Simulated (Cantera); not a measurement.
Feed: 1 mol SiHCl₃, a varied amount of H₂, at 1100 K and 133 Pa.

Equilibrium computed with Cantera from the NASA thermochemical tables; the gas is ideal and each condensed phase is pure. Candidate condensed phases: Si; 19 gas species. The tables' values for SiCl₃ are old estimates; treat these amounts as uncertain. Rates play no part.

log p: log10 of the partial pressure in bar; n: condensed amount in mol.

```
n(H₂) (mol)  log p H₂  log p HCl  log p SiCl₂  log p SiCl₄  log p SiCl₃  n Si(s)
-----------  --------  ---------  -----------  -----------  -----------  -------
37              -2.90      -4.16        -5.11        -5.51        -5.88    0.623
42              -2.90      -4.20            ?            ?        -5.99    0.653
48              -2.90      -4.23        -5.26        -5.80        -6.10    0.683
55              -2.90      -4.27        -5.34        -5.96        -6.22    0.713
62              -2.89      -4.31        -5.41        -6.11        -6.33    0.739
71              -2.89      -4.35            ?            ?        -6.46    0.767
81              -2.89      -4.39        -5.59        -6.46        -6.60    0.792
93              -2.89      -4.44        -5.69        -6.66        -6.74    0.816
110             -2.89      -4.50        -5.81        -6.90        -6.93    0.842
120             -2.89      -4.53        -5.87        -7.03        -7.02    0.854
140             -2.88      -4.59        -5.99        -7.27        -7.20    0.874
160             -2.88      -4.64        -6.10        -7.47        -7.36    0.889
180             -2.88      -4.69        -6.19        -7.66        -7.50    0.901
```

Complete the blanks.


- 71, log p SiCl₂: -5.50
- 71, log p SiCl₄: -6.28
- 42, log p SiCl₂: -5.18
- 42, log p SiCl₄: -5.65
